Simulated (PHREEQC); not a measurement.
A solution holds 16 mmol/kgw H2S and 1.8 mmol/kgw Na2B4O7, at 88 °C. Closed to the air; pH follows from the charge balance.

All values are PHREEQC results (ion-association model, phreeqc.dat), not measurements.

No solid was allowed to form.

Question: What pH does the model give?

Answer: pH 5.96.

Question: In which forms is S present?

Answer: H2S 78 %, HS- 22 % of the S.

At this temperature some constants are extrapolated from 25 °C, and those without enthalpy data are left unchanged.
